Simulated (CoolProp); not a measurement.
Sulfur dioxide at 293.15 K and 0.0456 MPa is compressed adiabatically to 0.242 MPa with isentropic efficiency 0.9. Each further row changes one setting.

Model: reference Helmholtz-energy equation of state, Gao 2016, in CoolProp.

```json
[
 {"case": "as stated", "work (kJ/kg)": "83.2", "final temperature (K)": "421.6", "final density (kg/m³)": "4.47"},
 {"case": "efficiency 1", "work (kJ/kg)": "74.8", "final temperature (K)": "409.8", "final density (kg/m³)": "4.61"},
 {"case": "efficiency 0.65", "work (kJ/kg)": "115", "final temperature (K)": "466.6", "final density (kg/m³)": "4.03"}
]
```
